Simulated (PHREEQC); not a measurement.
## Acid rinse or clean (model solution)

Make-up at 90 °C: 0.26 mol/kgw HCl and 0.068 mol/kgw CaCl2. Closed to the air; pH follows from the charge balance.

The numbers come from PHREEQC with the ion-association model, wateq4f.dat.

No solid was allowed to form.

**Question.** What pH, activity of water does the model give?

**Answer.** pH 0.71; activity of water 0.988.

Species that the database lacks are ignored. Away from 25 °C the constants follow the database's enthalpies or fits; those with neither stay at their 25 °C values.
